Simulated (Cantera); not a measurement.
Charge: 1 mol C2F6, 0.17 mol HCl, 0.1 mol H2, equilibrated at 14.0 Pa.

These are equilibrium values from Cantera (NASA tables, ideal gas, pure condensed phases), not measurements of a reactor. Candidate condensed phases: C, C6H6, C7H8, C8H18; 118 gas species. The feed counts by its element totals alone. Equilibrium is a limit: real reactors are often held back by kinetics, nucleation or transport.

**Question.** At 2750 °C, list the 7 most abundant gas species with their mole fractions, and the condensed phases.

**Answer.** F 0.752, C 0.104, C3 0.0355, H 0.0311, Cl 0.0224, CF 0.0212, HF 0.0177. Condensed: gas only.
